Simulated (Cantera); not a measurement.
Feed: 1 mol TiO2, 9.4 mol Cl2, 0.77 mol O2, at 1825 K and 0.0300 bar.

Method: chemical equilibrium by Gibbs-energy minimisation in Cantera with the NASA 1993 tables (ideal gas, pure condensed phases). Candidate condensed phases: Ti, TiCl2, TiCl3, TiCl4, TiO, TiO2, Ti2O3, Ti3O5, Ti4O7; 15 gas species. The numbers say what is thermodynamically allowed, not how fast it happens.

Base state: Cl 0.796, Cl2 0.151, O2 0.0489, TiCl4 0.00340, ClO 0.000530, TiOCl2 0.000327, O 0.000196, TiCl3 9.06e-5 (mole fractions); condensed: TiO2(rutile).

What changes in the equilibrium state with this change: temperature from 1825 K to 1573 K?


```csv
species,before,after
Cl2,0.151,0.534
Cl,0.796,0.394
O2,0.0489,0.0658
TiCl4,0.00340,0.00518
TiOCl2,0.000327,1.76e-5
O,0.000196,1.55e-5
TiCl3,9.06e-5,7.22e-6
ClO,0.000530,0.000394
"TiO2(rutile), mol",0.935,0.934
```

What changes in the equilibrium state with this change: TiO2 replaced by CaO?


| species | before | after |
|---|---|---|
| Cl | 0.796 | 0.736 |
| Cl2 | 0.151 | 0.129 |
| O2 | 0.0489 | 0.0748 |
| CaCl2 | 0 | 0.0592 |
| TiCl4 | 0.00340 | 0 |
| TiOCl2 | 0.000327 | 0 |
| TiCl3 | 9.06e-5 | 0 |
| O | 0.000196 | 0.000243 |
| ClO | 0.000530 | 0.000607 |
| TiO2(rutile), mol | 0.935 | 0 |
Further candidate phases: Ca, CaCl2, CaO.

What changes in the equilibrium state with this change: temperature from 1825 K to 723 K?


```tsv
species	before	after
Cl2	0.151	0.924
O2	0.0489	0.0757
Cl	0.796	7.19e-6
TiCl4	0.00340	1.63e-9
TiOCl2	0.000327	<1e-9
O	0.000196	<1e-9
TiCl3	9.06e-5	<1e-9
ClO	0.000530	5.91e-8
TiO2(rutile), mol	0.935	1.00
```
Condensed phases not in the tables: TiOCl.
